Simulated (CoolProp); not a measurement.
Vapour-liquid equilibrium of R113 (1) + benzene (2) at 0.352 bar; x and y are mole fractions of (1).

Computed with CoolProp (multi-fluid Helmholtz-energy mixture model, Marx 1992 and Thol 2012; pair parameters Bell 2016).

```json
[
 {"x": "0.05", "bubble temperature (K)": "316.8", "y at the bubble point": "0.231", "dew temperature at overall composition x (K)": "321.3", "liquid density (mol/L)": "10.74"},
 {"x": "0.125", "bubble temperature (K)": "311.1", "y at the bubble point": "0.431", "dew temperature at overall composition x (K)": "319.5", "liquid density (mol/L)": "10.56"},
 {"x": "0.2", "bubble temperature (K)": "307.3", "y at the bubble point": "0.547", "dew temperature at overall composition x (K)": "317.7", "liquid density (mol/L)": "10.36"},
 {"x": "0.275", "bubble temperature (K)": "304.5", "y at the bubble point": "0.625", "dew temperature at overall composition x (K)": "315.7", "liquid density (mol/L)": "10.15"},
 {"x": "0.35", "bubble temperature (K)": "302.4", "y at the bubble point": "0.681", "dew temperature at overall composition x (K)": "313.6", "liquid density (mol/L)": "9.947"},
 {"x": "0.425", "bubble temperature (K)": "300.7", "y at the bubble point": "0.727", "dew temperature at overall composition x (K)": "___", "liquid density (mol/L)": "9.747"},
 {"x": "0.5", "bubble temperature (K)": "299.3", "y at the bubble point": "0.766", "dew temperature at overall composition x (K)": "___", "liquid density (mol/L)": "9.552"},
 {"x": "0.575", "bubble temperature (K)": "298.0", "y at the bubble point": "0.802", "dew temperature at overall composition x (K)": "306.3", "liquid density (mol/L)": "9.363"},
 {"x": "0.65", "bubble temperature (K)": "296.8", "y at the bubble point": "0.836", "dew temperature at overall composition x (K)": "303.6", "liquid density (mol/L)": "9.181"},
 {"x": "0.725", "bubble temperature (K)": "295.7", "y at the bubble point": "0.870", "dew temperature at overall composition x (K)": "300.8", "liquid density (mol/L)": "___"},
 {"x": "0.8", "bubble temperature (K)": "294.7", "y at the bubble point": "0.903", "dew temperature at overall composition x (K)": "298.1", "liquid density (mol/L)": "8.837"},
 {"x": "0.875", "bubble temperature (K)": "293.7", "y at the bubble point": "0.938", "dew temperature at overall composition x (K)": "295.6", "liquid density (mol/L)": "8.675"},
 {"x": "0.95", "bubble temperature (K)": "292.8", "y at the bubble point": "0.975", "dew temperature at overall composition x (K)": "293.4", "liquid density (mol/L)": "8.519"}
]
```

**Question.** Complete the blanks.

**Answer.** 
- 0.425, dew temperature at overall composition x (K): 311.3
- 0.5, dew temperature at overall composition x (K): 308.9
- 0.725, liquid density (mol/L): 9.006

No azeotrope shows between x = 0.05 and 0.95.

The pair parameters rest on a limited set of measurements; away from them the model extrapolates.
